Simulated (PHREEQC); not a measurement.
1 kg of water holding 37 mmol/kgw NaCl and 23 mmol/kgw Na2SO4 is evaporated at 30 °C; the solids stay in contact with the brine. The system is closed to CO2. Only these solids could form: Halite, Mirabilite, Thenardite.

Model: Pitzer model, pitzer.dat, run in PHREEQC.

| water left (kg) | ionic strength | water activity | Thenardite (mol) | Halite (mol) | Cl in solution (mol/kgw) | Na in solution (mol/kgw) | S in solution (mol/kgw) |
|---|---|---|---|---|---|---|---|
| 1 | 0.106 | 0.998 | 0 | 0 | 0.0370 | 0.0830 | 0.0230 |
| 0.6755 | 0.157 | 0.997 | 0 | 0 | 0.0548 | 0.123 | 0.0340 |
| 0.4563 | 0.232 | 0.995 | 0 | 0 | 0.0811 | 0.182 | 0.0504 |
| 0.3082 | 0.344 | 0.993 | 0 | 0 | 0.120 | 0.269 | 0.0746 |
| 0.2082 | 0.509 | 0.990 | 0 | 0 | 0.178 | 0.399 | 0.110 |
| 0.1407 | 0.754 | 0.985 | 0 | 0 | 0.263 | 0.590 | 0.164 |
| 0.09502 | 1.12 | 0.978 | 0 | 0 | 0.389 | 0.874 | 0.242 |
| 0.06418 | 1.65 | 0.968 | 0 | 0 | 0.577 | 1.29 | 0.358 |
| 0.05275 | 2.01 | 0.961 | 0 | 0 | 0.701 | 1.57 | 0.436 |
| 0.03564 | 2.97 | 0.942 | 0 | 0 | 1.04 | 2.33 | 0.645 |
| 0.02407 | 4.40 | 0.912 | 0 | 0 | 1.54 | 3.45 | 0.955 |
| 0.01627 | 6.51 | 0.862 | 0 | 0 | 2.27 | 5.10 | 1.41 |
| 0.01099 | 7.65 | 0.811 | 0.00728 | 0 | 3.37 | 6.22 | 1.43 |
| 0.007426 | 7.41 | 0.765 | 0.0170 | 0 | 4.98 | 6.60 | 0.808 |
| 0.005012 | 7.52 | 0.743 | 0.0198 | 0.00885 | 5.62 | 6.88 | 0.634 |

Thenardite from water left = 0.01099 kg; Halite from water left = 0.006093 kg.

Species that the database lacks are ignored.
